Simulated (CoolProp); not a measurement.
A simple Rankine cycle with water: condensing at 303.15 K, boiler at 0.112 MPa, turbine inlet 416.1 K, turbine efficiency 0.7, pump efficiency 0.7, no recuperator. Each further row changes one setting.

Computed with CoolProp (reference Helmholtz-energy equation of state, Wagner 2002).

```
case                             thermal efficiency (%)  net work (kJ/kg)  heat in (kJ/kg)  turbine exit temperature (K)  volume ratio over the turbine
-------------------------------  ----------------------  ----------------  ---------------  ----------------------------  -----------------------------
as stated                                             ?                 ?             2640                         303.1                              ?
turbine inlet 436.1 K                              13.0               348             2680                         303.1                           17.7
condensing temperature 295.15 K                    14.2                 ?             2670                         295.1                           28.3
boiler pressure 0.0784 MPa                            ?               306             2640                         303.1                           13.0
turbine efficiency 0.6                             11.1                 ?             2640                         303.1                              ?
```

Problem. What belongs in the gaps?

Solution. 
- as stated, thermal efficiency (%): 12.9
- as stated, net work (kJ/kg): 340
- as stated, volume ratio over the turbine: 18.3
- condensing temperature 295.15 K, net work (kJ/kg): 380
- boiler pressure 0.0784 MPa, thermal efficiency (%): 11.6
- turbine efficiency 0.6, net work (kJ/kg): 292
- turbine efficiency 0.6, volume ratio over the turbine: 18.7

The expansion ends wet for: as stated; turbine inlet 436.1 K; condensing temperature 295.15 K; boiler pressure 0.0784 MPa; turbine efficiency 0.6.
